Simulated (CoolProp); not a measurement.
Oxygen at several states: density (kg/m³) from the reference equation and from simpler models built on Tc = -118.6 °C, pc = 50.46 bar, ω = 0.022; each cubic takes its own stable root.

Values from CoolProp's reference Helmholtz-energy equation of state, Schmidt 1985. Above 300 K oxygen's equation is extrapolated.

```
T (°C)   p (bar)          phase  reference  Redlich-Kwong  Soave-Redlich-Kwong  Peng-Robinson
-------  -------  -------------  ---------  -------------  -------------------  -------------
14.85        171  supercritical      246.2          247.6                240.5          251.6
-145.35      144         liquid      990.5          980.9                979.0           1100
-91.05     0.173            gas     0.3659         0.3659               0.3659         0.3659
76.85        100  supercritical      111.4          112.2                110.2          112.8
330.65      5.41            gas      3.444          3.445                3.443          3.445
```
